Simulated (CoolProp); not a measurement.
The numbers come from the reference Helmholtz-energy equation of state, Akasaka 2020 in CoolProp.

Q: For R1123, give the phase and the cp (kJ/(kg K)), speed of sound (m/s), expansivity (1/kK) at 378.8 K and 4090 kPa.

A: 
- 378.8 K and 4090 kPa: gas; cp 1.23, speed of sound 175, expansivity 6.02
